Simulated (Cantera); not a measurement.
A perfectly stirred reactor is fed with H₂ : O₂ : N₂ = 1.3 : 1 : 0.62 (molar parts), equivalence ratio 0.65, at 100.0 Torr; it is held at 1250 K, and followed from long to short residence time.

Detailed kinetics in Cantera: GRI-Mech 3.0 (53 species, 325 reactions). The temperature is held fixed by assumption; the heat of reaction is taken as removed at once.

Problem. Predict: x(H₂) at τ = 1.20 s; x(O₂) at τ = 1.20 s; x(NO) at τ = 1.20 s; x(OH) at τ = 1.20 s; x(HO₂) at τ = 1.20 s; x(H₂) at τ = 12.0 ms; x(O₂) at τ = 12.0 ms; x(NO) at τ = 12.0 ms; x(OH) at τ = 12.0 ms; x(HO₂) at τ = 12.0 ms.

Solution. 
```json
{
  "x(H₂) at τ = 1.20 s": "0.000421",
  "x(O₂) at τ = 1.20 s": "0.154",
  "x(NO) at τ = 1.20 s": "1.50e-7",
  "x(OH) at τ = 1.20 s": "0.000747",
  "x(HO₂) at τ = 1.20 s": "8.50e-6",
  "x(H₂) at τ = 12.0 ms": "0.00827",
  "x(O₂) at τ = 12.0 ms": "0.156",
  "x(NO) at τ = 12.0 ms": "5.76e-7",
  "x(OH) at τ = 12.0 ms": "0.00359",
  "x(HO₂) at τ = 12.0 ms": "4.22e-5"
}
```
